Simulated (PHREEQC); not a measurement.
## Acid rinse or clean

A solution holds 1.7 mmol/kgw H2SO4 and 0.032 mmol/kgw ZnSO4, at 25 °C. Closed to the air; pH follows from the charge balance.

All values are PHREEQC results (ion-association model, phreeqc.dat), not measurements.

No solid was allowed to form.

### Question
Predict the pH.

### Answer
pH 2.54.

### Question
In which forms is S present?

### Answer
SO4-2 81 %, HSO4- 18 % of the S.

Species that the database lacks are ignored.
